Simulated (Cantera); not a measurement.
# Equilibrium for oxide etching and cleaning by halides: TiO2 + HCl + O2

Charge: 1 mol TiO2, 1 mol HCl, 6.7 mol O2, at 752 °C and 2.10 mbar.

Method: chemical equilibrium by Gibbs-energy minimisation in Cantera with the NASA 1993 tables (ideal gas, pure condensed phases). Candidate condensed phases: H2O, Ti, TiCl2, TiCl3, TiCl4, TiO, TiO2, Ti2O3, Ti3O5, Ti4O7; 23 gas species. Condensed phases not in the tables: TiOCl. Equilibrium is a limit: real reactors are often held back by kinetics, nucleation or transport.

```yaml
x(O2): 0.869
x(HCl): 0.106
x(H2O): 0.0121
x(Cl2): 0.0114
x(Cl): 0.00130
x(ClO): 3.24e-6
n(TiO2(rutile)): 1.00 mol
gas_amount: 7.659 mol
log10 activity of Ti4O7(s) (absent): -12.34
log10 activity of Ti3O5(s) (absent): -12.58
log10 activity of Ti2O3(s) (absent): -12.96
```
